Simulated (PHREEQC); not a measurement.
1.1 g of hydrous ferric oxide (600 m²/g; 0.2 weak and 0.005 strong sites per Fe, Dzombak-Morel constants, diffuse double layer) in 1 kg of water with 0.005 mol/kgw of an inert sodium salt, at 25 °C; the pH is set by adding NaOH or the inert anion's acid. O2 is buffered at 0.21 atm. CO2 from the air is kept out. Nothing may precipitate in this run.

Base run: PHREEQC, ion-association model, wateq4f.dat. Each further column changes one thing. The table gives surface charge σ (C/m²).

```json
[
 {"pH": "4", "base": "0.188", "background salt from 0.005 to 0.0005 mol/kgw": "0.113", "oxide from 1.1 to 5.5 g/kgw": "0.208", "0.01 mol/kgw ZnSO4 added": "0.030"},
 {"pH": "4.75", "base": "0.112", "background salt from 0.005 to 0.0005 mol/kgw": "0.055", "oxide from 1.1 to 5.5 g/kgw": "0.122", "0.01 mol/kgw ZnSO4 added": "0.029"},
 {"pH": "5.5", "base": "0.060", "background salt from 0.005 to 0.0005 mol/kgw": "0.025", "oxide from 1.1 to 5.5 g/kgw": "0.064", "0.01 mol/kgw ZnSO4 added": "0.027"},
 {"pH": "6.25", "base": "0.029", "background salt from 0.005 to 0.0005 mol/kgw": "0.011", "oxide from 1.1 to 5.5 g/kgw": "0.031", "0.01 mol/kgw ZnSO4 added": "0.030"},
 {"pH": "7", "base": "0.013", "background salt from 0.005 to 0.0005 mol/kgw": "0.004", "oxide from 1.1 to 5.5 g/kgw": "0.013", "0.01 mol/kgw ZnSO4 added": "0.042"},
 {"pH": "7.75", "base": "0.003", "background salt from 0.005 to 0.0005 mol/kgw": "0.001", "oxide from 1.1 to 5.5 g/kgw": "0.003", "0.01 mol/kgw ZnSO4 added": "0.055"},
 {"pH": "8.5", "base": "-0.004", "background salt from 0.005 to 0.0005 mol/kgw": "-0.001", "oxide from 1.1 to 5.5 g/kgw": "-0.004", "0.01 mol/kgw ZnSO4 added": "0.066"},
 {"pH": "9.25", "base": "-0.013", "background salt from 0.005 to 0.0005 mol/kgw": "-0.005", "oxide from 1.1 to 5.5 g/kgw": "-0.013", "0.01 mol/kgw ZnSO4 added": "0.053"},
 {"pH": "10", "base": "-0.031", "background salt from 0.005 to 0.0005 mol/kgw": "-0.012", "oxide from 1.1 to 5.5 g/kgw": "-0.032", "0.01 mol/kgw ZnSO4 added": "0.025"}
]
```

 In at least one series the solution becomes supersaturated in solids that the run did not let form, among them Zn(OH)2-e, Zn4(OH)6SO4.
